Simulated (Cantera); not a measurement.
Charge: 1 mol MgO, 1.8 mol HCl, 2.2 mol H2.

Cantera equilibrium calculation (NASA polynomials, part measured and part estimated; ideal gas, pure solids and liquids). Candidate condensed phases: H2O, Mg, MgCl2, MgO, Mg(OH)2; 22 gas species. Mutual solubility and eutectic melting of coexisting phases are not modelled. Rates play no part.

Stable condensed phases, one row left out:

```
T in K \ P in Pa
            1000    2700    7200   19000   52000  140000  370000 1000000
   1625        A       A       A       A       A       A       A       A
   1600        A       A       A       A       A       A       A       A
   1575        A       A       A       A       A       A       A       A
   1550        A       A       A       A       A       A       A       A
   1525        A       A       A       A       A       A       A       A
   1500        A       A       A       A       A       A       A       A
   1475        A       A       A       A       A       A       A       B
   1450        A       A       A       A       A       A       A       B
   1425        A       A       A       A       A       A       A       B
   1400        A       A       A       A       A       A       A       B
   1375        A       A       A       A       A       A       A       B
   1350        A       A       A       A       A       A       A       B
   1300        A       A       A       A       A       A       B       B
```

A: MgO; B: MgCl2 + MgO.

Question: Give the row for 1325 K.

Answer: 1000: MgO; 2700: MgO; 7200: MgO; 19000: MgO; 52000: MgO; 140000: MgO; 370000: MgCl2 + MgO; 1000000: MgCl2 + MgO.
